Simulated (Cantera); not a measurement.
A perfectly stirred reactor is fed with CH₄ : CO : O₂ : N₂ = 1 : 1.1 : 4.55 : 37.3 (molar parts), at 345 Torr; it is adiabatic with a 548 K inlet, and is followed from long to short residence time, starting on the burning branch (τ in s: 0.095, 0.045, 0.021, 0.0098, 0.0046, 0.0021, 0.001, 0.00047, 0.00022, 0.0001, 4.8e-05, 2.2e-05, 1.1e-05).

Detailed kinetics in Cantera: GRI-Mech 3.0 (53 species, 325 reactions).

Question: What does this change do: pressure from 345 Torr to 3750 Torr?

Answer: 
```tsv
quantity	before	after
blow-out, bracketed by the residence times tried	burning at 9.80 ms, out at 4.60 ms	burning at 45.0 ms, out at 21.0 ms
x(CH₄) at τ = 95.0 ms	4.78e-5	0.000129
x(CO) at τ = 95.0 ms	0.00137	0.00236
x(O₂) at τ = 95.0 ms	0.0467	0.0475
x(C₂H₄) at τ = 95.0 ms	6.52e-9	1.69e-6
x(H₂O) at τ = 95.0 ms	0.0456	0.0457
x(CH₄) at τ = 1.00 ms	0.0228	0.0228
x(CO) at τ = 1.00 ms	0.0250	0.0250
x(O₂) at τ = 1.00 ms	0.104	0.104
x(C₂H₄) at τ = 1.00 ms	<1e-12	<1e-12
x(H₂O) at τ = 1.00 ms	<1e-12	<1e-12
```

Question: What does this change do: 2 parts CO2 added?

Answer: 
| quantity | before | after |
|---|---|---|
| blow-out, bracketed by the residence times tried | burning at 9.80 ms, out at 4.60 ms | not reached |
| x(CH₄) at τ = 95.0 ms | 4.78e-5 | 0.0218 |
| x(CO) at τ = 95.0 ms | 0.00137 | 0.0239 |
| x(O₂) at τ = 95.0 ms | 0.0467 | 0.0990 |
| x(C₂H₄) at τ = 95.0 ms | 6.52e-9 | <1e-12 |
| x(H₂O) at τ = 95.0 ms | 0.0456 | <1e-12 |
| x(CH₄) at τ = 1.00 ms | 0.0228 | 0.0218 |
| x(CO) at τ = 1.00 ms | 0.0250 | 0.0239 |
| x(O₂) at τ = 1.00 ms | 0.104 | 0.0990 |
| x(C₂H₄) at τ = 1.00 ms | <1e-12 | <1e-12 |
| x(H₂O) at τ = 1.00 ms | <1e-12 | <1e-12 |
| state | not reached | not burning at any residence time tried |
